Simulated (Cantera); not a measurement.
PbO + O₂ + N₂ (iron carbonyl, mercury and lead vapours)

A closed system holds: 1 mol PbO, 0.49 mol O₂, 14 mol N₂, at 10.0 Torr.

Cantera equilibrium calculation (NASA polynomials, part measured and part estimated; ideal gas, pure solids and liquids). Candidate condensed phases: Pb, PbO, PbO₂, Pb₃O₄; 12 gas species. Gases not in the tables: (PbO)n polymers. The numbers say what is thermodynamically allowed, not how fast it happens.

```tsv
T (K)	x N₂	x PbO	x O₂	x Pb	x NO	n PbO(red)	n Pb₃O₄(s)	n PbO(yellow)	n PbO(l)
498	0.969	<1e-12	0.0308	<1e-12	2.06e-10	0.733	0.0891	0	0
648	0.966	<1e-12	0.0338	<1e-12	3.55e-8	1.00	0	0	0
798	0.966	4.72e-9	0.0338	<1e-12	8.60e-7	0	0	1.00	0
948	0.966	3.67e-6	0.0338	2.38e-9	7.60e-6	0	0	1.000	0
1098	0.966	0.000440	0.0338	2.53e-6	3.71e-5	0	0	0.994	0
1248	0.953	0.0132	0.0335	0.000400	0.000122	0	0	0	0.800
1398	0.901	0.0580	0.0346	0.00638	0.000311	0	0	0	0
1548	0.897	0.0493	0.0384	0.0148	0.000701	0	0	0	0
```
x: gas mole fraction; n: condensed amount in mol.

At 498 K the condensed part is PbO(red) + Pb₃O₄(s). At 648 K the condensed part is PbO(red). From 798 K to 1098 K the condensed part is PbO(yellow). At 1248 K the condensed part is PbO(l). From 1398 K to 1548 K nothing is condensed.
